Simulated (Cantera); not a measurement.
An adiabatic, constant-volume homogeneous reactor starts with 8.25 % CH4, 0.388 % C2H6, 19.2 % O2, 72.2 % N2, equivalence ratio 0.93, at 1000 K and 0.320 bar.

Model: GRI-Mech 3.0 (53 species, 325 reactions), integrated in Cantera.

### Question
Predict: time of steepest temperature rise; temperature at 1.00 s; equilibrium temperature; x(O2) at 1.00 s; x(NO) at 1.00 s.

### Answer
* **time of steepest temperature rise**: 0.534 s
* **temperature at 1.00 s**: 2662 K
* **equilibrium temperature**: 2662 K
* **x(O2) at 1.00 s**: 0.0248 (gas-phase equilibrium 0.0248)
* **x(NO) at 1.00 s**: 0.00970 (gas-phase equilibrium 0.00970)
